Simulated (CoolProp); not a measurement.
Vapour pressure (MPa) of CHF3 (R23): the reference equation beside estimates from Tc = 299.3 K, pc = 4.832 MPa, ω = 0.263. Clausius-Clapeyron is anchored at 163.7 K with a constant enthalpy of vaporisation of 18.23 kJ/mol.

Values from CoolProp's reference Helmholtz-energy equation of state, Penoncello 2003.

| T (K) | reference | Lee-Kesler | Clausius-Clapeyron | Peng-Robinson |
|---|---|---|---|---|
| 163.7 | 0.01515 | 0.01423 | 0.01515 | 0.01518 |
| 174.4 | 0.03455 | 0.03309 | 0.03446 | 0.03447 |
| 185.1 | 0.07056 | 0.06875 | 0.07129 | 0.07026 |
| 195.8 | 0.1317 | 0.1301 | ___ | 0.1311 |
| 206.6 | 0.2296 | ___ | 0.2446 | 0.2287 |
| 217.3 | 0.3746 | ___ | 0.4125 | 0.3735 |
| 228 | 0.5810 | 0.5857 | 0.6623 | 0.5803 |
| 238.7 | 0.8636 | 0.8716 | 1.019 | 0.8644 |
| 249.5 | 1.243 | 1.253 | 1.517 | 1.247 |
| 260.2 | 1.729 | ___ | 2.178 | 1.739 |
| 270.9 | 2.346 | 2.358 | 3.038 | 2.363 |
| 281.7 | 3.126 | 3.136 | 4.143 | ___ |

Q: Fill in the missing entries.

A: 
- 195.8, Clausius-Clapeyron: 0.1362
- 206.6, Lee-Kesler: 0.2291
- 217.3, Lee-Kesler: 0.3763
- 260.2, Lee-Kesler: 1.741
- 281.7, Peng-Robinson: 3.150

Absolute difference from the reference over all 12 rows, mean and median: Lee-Kesler 1.6 and 0.8 %, Clausius-Clapeyron 13.6 and 12.1 %, Peng-Robinson 0.4 and 0.4 %.
